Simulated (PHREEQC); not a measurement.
Dissolve 120 mmol/kgw ZnSO4, 140 mmol/kgw CaCl2, 120 mmol/kgw NaH2PO4 and 2.5 mmol/kgw Na2SO4 at 25 °C. Closed to the air; pH follows from the charge balance.

Model: ion-association model, wateq4f.dat, run in PHREEQC.

```yaml
pH: 4.16
ionic_strength: 0.660 mol/kgw
activity_of_water: 0.987
```

```json
[
 {"species": "Cl-", "molality": "0.265", "activity": "0.165", "log γ": "-0.204"},
 {"species": "Na+", "molality": "0.120", "activity": "0.0845", "log γ": "-0.151"},
 {"species": "H2PO4-", "molality": "0.0806", "activity": "0.0545", "log γ": "-0.170"},
 {"species": "Ca+2", "molality": "0.0741", "activity": "0.0186", "log γ": "-0.601"},
 {"species": "Zn+2", "molality": "0.0711", "activity": "0.0164", "log γ": "-0.637"},
 {"species": "SO4-2", "molality": "0.0466", "activity": "0.00856", "log γ": "-0.736"},
 {"species": "CaH2PO4+", "molality": "0.0383", "activity": "0.0259", "log γ": "-0.170"},
 {"species": "ZnSO4", "molality": "0.0283", "activity": "0.0329", "log γ": "0.066"},
 {"species": "CaSO4", "molality": "0.0272", "activity": "0.0317", "log γ": "0.066"}
]
```

This is a speciation only: nothing precipitates in the calculation. Examples of supersaturated solids here: Zn3(PO4)2:4w, Gypsum. Others may be too. H3PO4, which wateq4f.dat lacks, is added to it with the constant of phreeqc.dat. The database has no phosphate complexes of Zn.
